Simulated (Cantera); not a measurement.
## Tantalum, niobium, vanadium and zirconium in process gases: Ta(OEt)5 + CH4

A closed system holds: 1 mol Ta(OEt)5, 4.9 mol CH4, held at 1975 K.

Equilibrium computed with Cantera from the NASA thermochemical tables; the gas is ideal and each condensed phase is pure. Candidate condensed phases: C, C6H6, C7H8, C8H18, H2O, Ta, TaC, Ta2O5; 113 gas species. The feed counts by its element totals alone. TaC: taken at fixed stoichiometry. Condensed phases not in the tables: Ta2C. Kinetics and transport are ignored.

| P (Pa) | log p H2 | log p H | log p CO | log p CH4 | log p C2H2 (acetylene) | log p H2O | n C(graphite) | n TaC(s) |
|---|---|---|---|---|---|---|---|---|
| 0.100 | -6.65 | -6.19 | -6.91 | -16.64 | -9.83 | -17.44 | 8.88 | 1.00 |
| 1 | -5.28 | -5.50 | -5.81 | -13.89 | -8.46 | -14.97 | 8.88 | 1.00 |
| 10 | -4.15 | -4.94 | -4.76 | -11.64 | -7.34 | -12.80 | 8.87 | 1.00 |
| 100 | -3.11 | -4.42 | -3.75 | -9.56 | -6.29 | -10.74 | 8.87 | 1.00 |
| 1000 | -2.09 | -3.91 | -2.74 | -7.53 | -5.28 | -8.72 | 8.87 | 1.00 |
| 10000 | -1.09 | -3.41 | -1.74 | -5.52 | -4.28 | -6.72 | 8.87 | 1.00 |
| 100000 | -0.09 | -2.91 | -0.74 | -3.52 | -3.28 | -4.71 | 8.86 | 1.00 |
| 1000000 | 0.91 | -2.41 | 0.26 | -1.52 | -2.28 | -2.71 | 8.79 | 1.00 |
log p: log10 of the partial pressure in bar; n: condensed amount in mol.

From 0.000750 Torr to 7500 Torr the condensed part is C(graphite) + TaC(s).
